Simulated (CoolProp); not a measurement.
Vapour-liquid equilibrium of propane (1) + R227EA (2) at 287.6 K; x and y are mole fractions of (1).

Values from CoolProp's multi-fluid Helmholtz-energy mixture model, Lemmon 2009 and Lemmon 2016; pair parameters Bell 2016.

```
x     bubble pressure, mixture model (MPa)  bubble pressure, Raoult's law (MPa)  y, mixture model  y, Raoult's law
----  ------------------------------------  -----------------------------------  ----------------  ---------------
0.05                                0.3998                               0.3447             0.206            0.105
0.2                                 0.5690                               0.4041             0.490            0.357
0.35                                0.6679                               0.4634             0.607            0.544
0.5                                 0.7226                               0.5228             0.675            0.689
0.65                                0.7534                               0.5821             0.731            0.805
0.8                                 0.7660                               0.6415             0.801            0.899
0.95                                0.7441                               0.7008             0.928            0.977
```

The largest gap from Raoult's law is +44.1 % in bubble pressure, at x = 0.35. y crosses x between x = 0.8 and 0.95: the model has an azeotrope there.

Pair parameters are fitted to limited data, so mixtures are less certain than the pure fluids.
